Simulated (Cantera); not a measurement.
# Moist CO burnout

A perfectly stirred reactor is fed with CO : O₂ : H₂O : N₂ : H₂ = 0.0066 : 0.045 : 0.0098 : 1 : 0.003 (molar parts), at 5850 Torr; it is held at 875 K, and followed from long to short residence time.

Model: GRI-Mech 3.0 (53 species, 325 reactions), integrated in Cantera. The hydrogen kinetics of GRI-Mech 3.0 are dated; newer H2 mechanisms differ, most at raised pressure. Below about 950 K walls govern HO2 and H2O2 in real vessels.

```
τ (s)       x CO    x O₂    x H₂O       x O   x NO₂
-------  -------  ------  -------  --------  ------
4.9      0.00469  0.0409   0.0105  4.70e-10  <1e-12
1.8      0.00556  0.0417  0.00983  4.24e-10  <1e-12
0.66     0.00605  0.0421  0.00934  2.19e-10  <1e-12
0.24     0.00619  0.0423  0.00922  4.76e-11  <1e-12
0.088    0.00620  0.0423  0.00921  7.78e-12  <1e-12
0.032    0.00620  0.0423  0.00921  3.52e-12  <1e-12
0.012    0.00620  0.0423  0.00921  2.96e-12  <1e-12
0.0043   0.00620  0.0423  0.00921  2.79e-12  <1e-12
0.0016   0.00620  0.0423  0.00921  2.70e-12  <1e-12
0.00057  0.00620  0.0423  0.00921  2.59e-12  <1e-12
```
x: mole fraction; the columns are a selection and need not sum to one.
